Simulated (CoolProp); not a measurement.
Vapour-liquid equilibrium of isohexane (1) + n-hexane (2) at 566 kPa; x and y are mole fractions of (1).

Computed with CoolProp (multi-fluid Helmholtz-energy mixture model, Lemmon 2006 and Thol 2019; pair parameters Bell 2016).

### Question
Give the bubble temperature and the first vapour's composition at x = 0.05, 0.45, 0.75. Is there an azeotrope?

### Answer
x = 0.05: 408.5 K, y = 0.059; x = 0.45: 404.4 K, y = 0.491; x = 0.75: 401.7 K, y = 0.777. No azeotrope shows between x = 0.05 and 0.95.

The pair parameters rest on a limited set of measurements; away from them the model extrapolates.
